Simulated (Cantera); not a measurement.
What does this Cantera script print?

```python
import numpy as np
import cantera as ct

gas_names = """
    H H2 N NH NH2 NH3 N2 N2H2 N2H4 Si SiH SiH2 SiH3 SiH4 SiN Si2 Si2N Si3
""".split()
cond_names = """
    Si(cr) Si(L) Si3N4(a)
""".split()


# ... load() reads the species with a 1 bar reference pressure and builds the phases ...
atoms = {
    'trisilylamine': {'Si': 3, 'N': 1, 'H': 9},
    'N2': {'N': 2},
    'NH3': {'N': 1, 'H': 3},
}
top_T = {'Si3N4(a)': 2400}  # K; cautious upper limits of use, not melting points


# ... equilibrate(T, P, feed) seeds the gas with the atoms and calls Mixture.equilibrate('TP', solver="vcs", rtol=1e-11, max_steps=5000) ...
results = []
feed = {'trisilylamine': 1, 'N2': 0.62, 'NH3': 2.1}  # mol
for P in [5, 13, 36, 98, 260, 710, 1900, 5100, 14000, 37000, 100000]:
    for T in [1075, 1125, 1175, 1225, 1275, 1325, 1375, 1425, 1475, 1525, 1575, 1625]:
        mix = equilibrate(T, P, feed)
        results.append((T, P, feed, dict(zip(mix.species_names, mix.species_moles))))

for T, P, feed, n in results:
    print(f"{T:7g} {P:10.4g}  " + (" + ".join(c for c in cond_names if n.get(c, 0) > 1e-12) or "gas only"))
```

It prints:

```
   1075          5  Si3N4(a)
   1125          5  Si3N4(a)
   1175          5  Si3N4(a)
   1225          5  Si3N4(a)
   1275          5  Si3N4(a)
   1325          5  Si3N4(a)
   1375          5  Si(cr) + Si3N4(a)
   1425          5  Si(cr) + Si3N4(a)
   1475          5  Si(cr)
   1525          5  Si(cr)
   1575          5  Si(cr)
   1625          5  Si(cr)
   1075         13  Si3N4(a)
   1125         13  Si3N4(a)
   1175         13  Si3N4(a)
   1225         13  Si3N4(a)
   1275         13  Si3N4(a)
   1325         13  Si3N4(a)
   1375         13  Si(cr) + Si3N4(a)
   1425         13  Si(cr) + Si3N4(a)
   1475         13  Si(cr)
   1525         13  Si(cr)
   1575         13  Si(cr)
   1625         13  Si(cr)
   1075         36  Si3N4(a)
   1125         36  Si3N4(a)
   1175         36  Si3N4(a)
   1225         36  Si3N4(a)
   1275         36  Si3N4(a)
   1325         36  Si3N4(a)
   1375         36  Si3N4(a)
   1425         36  Si(cr) + Si3N4(a)
   1475         36  Si(cr) + Si3N4(a)
   1525         36  Si(cr) + Si3N4(a)
   1575         36  Si(cr)
   1625         36  Si(cr)
   1075         98  Si3N4(a)
   1125         98  Si3N4(a)
   1175         98  Si3N4(a)
   1225         98  Si3N4(a)
   1275         98  Si3N4(a)
   1325         98  Si3N4(a)
   1375         98  Si3N4(a)
   1425         98  Si3N4(a)
   1475         98  Si(cr) + Si3N4(a)
   1525         98  Si(cr) + Si3N4(a)
   1575         98  Si(cr) + Si3N4(a)
   1625         98  Si(cr)
   1075        260  Si3N4(a)
   1125        260  Si3N4(a)
   1175        260  Si3N4(a)
   1225        260  Si3N4(a)
   1275        260  Si3N4(a)
   1325        260  Si3N4(a)
   1375        260  Si3N4(a)
   1425        260  Si3N4(a)
   1475        260  Si3N4(a)
   1525        260  Si(cr) + Si3N4(a)
   1575        260  Si(cr) + Si3N4(a)
   1625        260  Si(cr) + Si3N4(a)
   1075        710  Si3N4(a)
   1125        710  Si3N4(a)
   1175        710  Si3N4(a)
   1225        710  Si3N4(a)
   1275        710  Si3N4(a)
   1325        710  Si3N4(a)
   1375        710  Si3N4(a)
   1425        710  Si3N4(a)
   1475        710  Si3N4(a)
   1525        710  Si3N4(a)
   1575        710  Si(cr) + Si3N4(a)
   1625        710  Si(cr) + Si3N4(a)
   1075       1900  Si3N4(a)
   1125       1900  Si3N4(a)
   1175       1900  Si3N4(a)
   1225       1900  Si3N4(a)
   1275       1900  Si3N4(a)
   1325       1900  Si3N4(a)
   1375       1900  Si3N4(a)
   1425       1900  Si3N4(a)
   1475       1900  Si3N4(a)
   1525       1900  Si3N4(a)
   1575       1900  Si3N4(a)
   1625       1900  Si(cr) + Si3N4(a)
   1075       5100  Si3N4(a)
   1125       5100  Si3N4(a)
   1175       5100  Si3N4(a)
   1225       5100  Si3N4(a)
   1275       5100  Si3N4(a)
   1325       5100  Si3N4(a)
   1375       5100  Si3N4(a)
   1425       5100  Si3N4(a)
   1475       5100  Si3N4(a)
   1525       5100  Si3N4(a)
   1575       5100  Si3N4(a)
   1625       5100  Si3N4(a)
   1075    1.4e+04  Si3N4(a)
   1125    1.4e+04  Si3N4(a)
   1175    1.4e+04  Si3N4(a)
   1225    1.4e+04  Si3N4(a)
   1275    1.4e+04  Si3N4(a)
   1325    1.4e+04  Si3N4(a)
   1375    1.4e+04  Si3N4(a)
   1425    1.4e+04  Si3N4(a)
   1475    1.4e+04  Si3N4(a)
   1525    1.4e+04  Si3N4(a)
   1575    1.4e+04  Si3N4(a)
   1625    1.4e+04  Si3N4(a)
   1075    3.7e+04  Si3N4(a)
   1125    3.7e+04  Si3N4(a)
   1175    3.7e+04  Si3N4(a)
   1225    3.7e+04  Si3N4(a)
   1275    3.7e+04  Si3N4(a)
   1325    3.7e+04  Si3N4(a)
   1375    3.7e+04  Si3N4(a)
   1425    3.7e+04  Si3N4(a)
   1475    3.7e+04  Si3N4(a)
   1525    3.7e+04  Si3N4(a)
   1575    3.7e+04  Si3N4(a)
   1625    3.7e+04  Si3N4(a)
   1075      1e+05  Si3N4(a)
   1125      1e+05  Si3N4(a)
   1175      1e+05  Si3N4(a)
   1225      1e+05  Si3N4(a)
   1275      1e+05  Si3N4(a)
   1325      1e+05  Si3N4(a)
   1375      1e+05  Si3N4(a)
   1425      1e+05  Si3N4(a)
   1475      1e+05  Si3N4(a)
   1525      1e+05  Si3N4(a)
   1575      1e+05  Si3N4(a)
   1625      1e+05  Si3N4(a)
```

These are equilibrium values from Cantera (NASA tables, ideal gas, pure condensed phases), not measurements of a reactor. The feed counts by its element totals alone. Mutual solubility and eutectic melting of coexisting phases are not modelled.
